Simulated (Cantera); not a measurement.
A Cantera script and what it prints.

```python
import numpy as np
import cantera as ct

gas_names = [...]  # 95 gases of nasa_gas.yaml made of C, F, H
cond_names = """
    C(gr) C6H6(L) C7H8(L) C8H18(L),n-octa
""".split()


# ... load() reads the species with a 1 bar reference pressure and builds the phases ...
atoms = {
    'c-C4F8': {'C': 4, 'F': 8},
    'CH4': {'C': 1, 'H': 4},
    'H2': {'H': 2},
}
top_T = {'C(gr)': 4500}  # K; cautious upper limits of use, not melting points


# ... equilibrate(T, P, feed) seeds the gas with the atoms and calls Mixture.equilibrate('TP', solver="vcs", rtol=1e-11, max_steps=5000) ...
results = []
T = 1848.15  # K
P = 7  # Pa
for m in [2.3, 3.6, 4.8, 6.1, 7.3, 8.6, 9.9, 11, 12, 14, 15, 16, 17]:
    feed = {'c-C4F8': 1, 'CH4': 0.12, 'H2': m}  # mol
    mix = equilibrate(T, P, feed)
    results.append((T, P, feed, dict(zip(mix.species_names, mix.species_moles))))
    x = sorted(zip(gas.X, gas.species_names), reverse=True)
    print(f"T = {T:g} K  P = {P:g} Pa  n(H2) = {m:g} mol  gas = {mix.phase_moles(0):.4g} mol")
    print("   x: " + "  ".join(f"{s} {v:.3e}" for v, s in x if v > 0.001))
    print("   condensed (mol): " + ("  ".join(f"{mix.phase(i).name} {mix.phase_moles(i):.4g}"
          for i in range(1, mix.n_phases) if mix.phase_moles(i) > 1e-12) or "none"))
```

Output:

```
T = 1848.15 K  P = 7 Pa  n(H2) = 2.3 mol  gas = 6.735 mol
   x: HF 7.543e-01  F 1.374e-01  CF2 6.767e-02  CF4 3.945e-02
   condensed (mol): C(gr) 3.39
T = 1848.15 K  P = 7 Pa  n(H2) = 3.6 mol  gas = 7.968 mol
   x: HF 9.639e-01  F 3.218e-02  CF2 3.713e-03
   condensed (mol): C(gr) 4.089
T = 1848.15 K  P = 7 Pa  n(H2) = 4.8 mol  gas = 9.133 mol
   x: HF 8.759e-01  H2 1.036e-01  H 2.043e-02
   condensed (mol): C(gr) 4.12
T = 1848.15 K  P = 7 Pa  n(H2) = 6.1 mol  gas = 10.49 mol
   x: HF 7.625e-01  H2 2.085e-01  H 2.897e-02
   condensed (mol): C(gr) 4.119
T = 1848.15 K  P = 7 Pa  n(H2) = 7.3 mol  gas = 11.74 mol
   x: HF 6.815e-01  H2 2.846e-01  H 3.385e-02
   condensed (mol): C(gr) 4.118
T = 1848.15 K  P = 7 Pa  n(H2) = 8.6 mol  gas = 13.09 mol
   x: HF 6.113e-01  H2 3.510e-01  H 3.759e-02
   condensed (mol): C(gr) 4.118
T = 1848.15 K  P = 7 Pa  n(H2) = 9.9 mol  gas = 14.43 mol
   x: HF 5.543e-01  H2 4.052e-01  H 4.039e-02
   condensed (mol): C(gr) 4.117
T = 1848.15 K  P = 7 Pa  n(H2) = 11 mol  gas = 15.57 mol
   x: HF 5.138e-01  H2 4.438e-01  H 4.227e-02
   condensed (mol): C(gr) 4.116
T = 1848.15 K  P = 7 Pa  n(H2) = 12 mol  gas = 16.6 mol
   x: HF 4.818e-01  H2 4.743e-01  H 4.370e-02
   condensed (mol): C(gr) 4.116
T = 1848.15 K  P = 7 Pa  n(H2) = 14 mol  gas = 18.67 mol
   x: H2 5.254e-01  HF 4.285e-01  H 4.599e-02
   condensed (mol): C(gr) 4.115
T = 1848.15 K  P = 7 Pa  n(H2) = 15 mol  gas = 19.7 mol
   x: H2 5.469e-01  HF 4.060e-01  H 4.692e-02
   condensed (mol): C(gr) 4.114
T = 1848.15 K  P = 7 Pa  n(H2) = 16 mol  gas = 20.74 mol
   x: H2 5.663e-01  HF 3.858e-01  H 4.775e-02
   condensed (mol): C(gr) 4.114
T = 1848.15 K  P = 7 Pa  n(H2) = 17 mol  gas = 21.77 mol
   x: H2 5.839e-01  HF 3.675e-01  H 4.848e-02
   condensed (mol): C(gr) 4.113
```

These are equilibrium values from Cantera (NASA tables, ideal gas, pure condensed phases), not measurements of a reactor. The feed counts by its element totals alone. Gases not in the tables: C2F6 and larger saturated fluorocarbons.
